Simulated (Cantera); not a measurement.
Charge: 1 mol CsCl, 1.7 mol O2, 1.6 mol N2, equilibrated at 1.00 bar.

Method: chemical equilibrium by Gibbs-energy minimisation in Cantera with the NASA 1993 tables (ideal gas, pure condensed phases). Candidate condensed phases: Cs, CsCl; 18 gas species. Equilibrium is a limit: real reactors are often held back by kinetics, nucleation or transport.

Which condensed phases are stable at each of these points (T (K)): 1350, 1400, 1450, 1500, 1550, 1600, 1650, 1700, 1750, 1800, 1850?


```csv
T (K),condensed phases,Cs condensed (%)
1350,CsCl(l),32.3
1400,gas only,0.0
1450,gas only,0.0
1500,gas only,0.0
1550,gas only,0.0
1600,gas only,0.0
1650,gas only,0.0
1700,gas only,0.0
1750,gas only,0.0
1800,gas only,0.0
1850,gas only,0.0
```

At 1350 K the condensed part is CsCl(l). From 1400 K to 1850 K nothing is condensed.
